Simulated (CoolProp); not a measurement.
R236EA at 298.15 K and 0.139 MPa flows at 0.44 m/s in a round tube of 1 mm bore and 0.25 µm roughness, fully developed (64/Re and Nu = 3.66 if laminar; Colebrook and Gnielinski if turbulent). Each further row changes one setting.

The numbers come from the reference Helmholtz-energy equation of state, Rui 2013 in CoolProp.

```
case               Reynolds number  Darcy friction factor  pressure drop (Pa/m)  heat-transfer coefficient (W/(m² K))  mass flow (kg/h)
-----------------  ---------------  ---------------------  --------------------  ------------------------------------  ----------------
as stated                      362                  0.177                   153                                  52.9            0.0111
velocity 0.88 m/s              725                 0.0883                   306                                  52.9            0.0223
diameter 2 mm                  725                 0.0883                  38.3                                  26.5            0.0445
```

Viscosity comes from a separate model (Huber 2003), an estimate that may be off by 10 % or more. Thermal conductivity comes from a separate model (Huber 2003), an estimate that may be off by 10 % or more.
